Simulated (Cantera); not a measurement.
A perfectly stirred reactor is fed with 10.3 % CH₄, 17.2 % O₂, 64.6 % N₂, 7.93 % CO₂, equivalence ratio 1.2, at 1.01 bar; it is adiabatic with a 425 K inlet, and is followed from long to short residence time, starting on the burning branch (τ in s: 0.24, 0.1, 0.046, 0.02, 0.0088, 0.0039, 0.0017, 0.00074, 0.00033, 0.00014, 6.3e-05, 2.8e-05).

Model: GRI-Mech 3.0 (53 species, 325 reactions), integrated in Cantera.

One state of this run: T (K) = 1889; x CH₄ = 0.000298; x O₂ = 0.00691; x CO₂ = 0.116; x C₂H₂ = 1.81e-6; x CH₂O = 2.98e-5; x O = 0.00101; x C₂H = 6.66e-9. x: mole fraction; the columns are a selection and need not sum to one.

Task: Which value of τ (s) does it belong to?
A) 0.00074
B) 0.00014
C) 0.0088
D) 0.00033

Result: A, 0.00074
